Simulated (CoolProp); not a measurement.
Vapour-liquid equilibrium of R22 (1) + R123 (2) at 0.502 MPa; x and y are mole fractions of (1).

Computed with CoolProp (multi-fluid Helmholtz-energy mixture model, Kamei 1995 and Younglove 1994; pair parameters Bell 2016).

Question: Give the bubble temperature and the first vapour's composition at x = 0.15, 0.55, 0.75. Is there an azeotrope?

Answer: x = 0.15: 329.4 K, y = 0.532; x = 0.55: 291.8 K, y = 0.923; x = 0.75: 282.2 K, y = 0.969. No azeotrope shows between x = 0.05 and 0.95.

Pair parameters are fitted to limited data, so mixtures are less certain than the pure fluids.
